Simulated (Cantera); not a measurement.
## Pyrogenic steam for wet oxidation

A perfectly stirred reactor is fed with 24.1 % H2, 6.90 % O2, 69.0 % N2, at 100.0 Torr; it is held at 900 K, and followed from long to short residence time.

Cantera simulation using the H2/O2 subset of GRI-Mech 3.0, which has no nitrogen chemistry; the numbers are that mechanism's predictions, not measurements. Radical loss at walls, strong at low pressure, is not modelled. Below about 950 K walls govern HO2 and H2O2 in real vessels. The temperature is held fixed by assumption; the heat of reaction is taken as removed at once.

| τ (s) | x H2 | x O2 | x HO2 | x O | x H2O2 | x OH |
|---|---|---|---|---|---|---|
| 0.41 | 0.112 | 0.00105 | 3.12e-7 | 4.47e-6 | 3.04e-10 | 4.96e-6 |
| 0.24 | 0.112 | 0.00138 | 4.10e-7 | 7.61e-6 | 4.18e-10 | 7.16e-6 |
| 0.14 | 0.112 | 0.00183 | 5.40e-7 | 1.30e-5 | 6.16e-10 | 1.05e-5 |
| 0.084 | 0.113 | 0.00240 | 7.04e-7 | 2.14e-5 | 9.44e-10 | 1.53e-5 |
| 0.050 | 0.113 | 0.00317 | 9.24e-7 | 3.55e-5 | 1.53e-9 | 2.27e-5 |
| 0.029 | 0.115 | 0.00429 | 1.24e-6 | 5.99e-5 | 2.67e-9 | 3.45e-5 |
| 0.017 | 0.116 | 0.00583 | 1.66e-6 | 9.86e-5 | 4.74e-9 | 5.23e-5 |
| 0.010 | 0.119 | 0.00801 | 2.23e-6 | 0.000158 | 8.45e-9 | 7.83e-5 |
| 0.0061 | 0.124 | 0.0109 | 2.95e-6 | 0.000239 | 1.43e-8 | 0.000112 |
x: mole fraction; the columns are a selection and need not sum to one.
